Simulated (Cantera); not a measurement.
Input: 1 mol SiH4, 0.77 mol H2O, 0.39 mol H2, held at 0.133 bar.

Cantera equilibrium calculation (NASA polynomials, part measured and part estimated; ideal gas, pure solids and liquids). Candidate condensed phases: H2O, Si, SiO2; 18 gas species. Mutual solubility and eutectic melting of coexisting phases are not modelled. The numbers say what is thermodynamically allowed, not how fast it happens.

**Question.** Which condensed phases are stable at each of these points (T (°C)): 425, 475, 525, 575, 625, 675, 725, 775, 825?

**Answer.** 
```
T (°C)        condensed phases  Si condensed (%)
------  ----------------------  ----------------
425     Si(s) + SiO2(α-quartz)             100.0
475     Si(s) + SiO2(α-quartz)             100.0
525     Si(s) + SiO2(α-quartz)             100.0
575     Si(s) + SiO2(β-quartz)             100.0
625     Si(s) + SiO2(β-quartz)             100.0
675     Si(s) + SiO2(β-quartz)             100.0
725     Si(s) + SiO2(β-quartz)             100.0
775     Si(s) + SiO2(β-quartz)             100.0
825     Si(s) + SiO2(β-quartz)             100.0
```

From 425 °C to 525 °C the condensed part is Si(s) + SiO2(α-quartz). From 575 °C to 825 °C the condensed part is Si(s) + SiO2(β-quartz).
